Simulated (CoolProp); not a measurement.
Benzene at 332.97 K and 0.00871 MPa is throttled through a valve to 0.00139 MPa with no heat exchange. Each further row changes one setting.

Computed with CoolProp (reference Helmholtz-energy equation of state, Thol 2012).

```json
[
 {"case": "as stated", "final density (kg/m³)": "0.0393"},
 {"case": "outlet pressure 0.000417 MPa", "final density (kg/m³)": "0.0118"},
 {"case": "outlet pressure 0.00181 MPa", "final density (kg/m³)": "0.0511"}
]
```
